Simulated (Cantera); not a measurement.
## Iron carbonyl, mercury and lead vapours: PbO + N2 + CO

Charge: 1 mol PbO, 7.3 mol N2, 0.37 mol CO, held at 9.75 Torr.

These are equilibrium values from Cantera (NASA tables, ideal gas, pure condensed phases), not measurements of a reactor. Candidate condensed phases: C, Pb, PbO, PbO2, Pb3O4; 27 gas species. Each liquid is taken as pure. Mutual solubility and eutectic melting of coexisting phases are not modelled. Gases not in the tables: (PbO)n polymers. Equilibrium is a limit: real reactors are often held back by kinetics, nucleation or transport.

From 1025 K to 1125 K the condensed part is Pb(l) + PbO(yellow). At 1175 K the condensed part is Pb(l) + PbO(l). From 1225 K to 1325 K the condensed part is PbO(l). From 1375 K to 1425 K nothing is condensed.

| T (K) | x N2 | x PbO | x CO2 | x Pb | x O2 | x NO | x CO | n Pb(l) | n PbO(yellow) | n PbO(l) |
|---|---|---|---|---|---|---|---|---|---|---|
| 1025 | 0.950 | 5.27e-5 | 0.0481 | 0.00214 | 9.72e-11 | 9.66e-10 | 5.97e-6 | 0.354 | 0.630 | 0 |
| 1075 | 0.946 | 0.000237 | 0.0479 | 0.00584 | 1.04e-9 | 5.20e-9 | 8.49e-6 | 0.325 | 0.628 | 0 |
| 1125 | 0.937 | 0.000927 | 0.0475 | 0.0146 | 8.99e-9 | 2.39e-8 | 1.16e-5 | 0.257 | 0.623 | 0 |
| 1175 | 0.917 | 0.00310 | 0.0465 | 0.0335 | 5.97e-8 | 9.26e-8 | 1.60e-5 | 0.103 | 0 | 0.605 |
| 1225 | 0.900 | 0.00868 | 0.0456 | 0.0456 | 7.24e-7 | 4.68e-7 | 1.46e-5 | 0 | 0 | 0.560 |
| 1275 | 0.888 | 0.0223 | 0.0450 | 0.0450 | 1.29e-5 | 2.79e-6 | 1.01e-5 | 0 | 0 | 0.446 |
| 1325 | 0.859 | 0.0531 | 0.0435 | 0.0439 | 0.000189 | 1.46e-5 | 6.94e-6 | 0 | 0 | 0.176 |
| 1375 | 0.841 | 0.0710 | 0.0426 | 0.0442 | 0.000770 | 3.93e-5 | 8.52e-6 | 0 | 0 | 0 |
| 1425 | 0.841 | 0.0695 | 0.0426 | 0.0457 | 0.00150 | 7.26e-5 | 1.45e-5 | 0 | 0 | 0 |
x: gas mole fraction; n: condensed amount in mol.
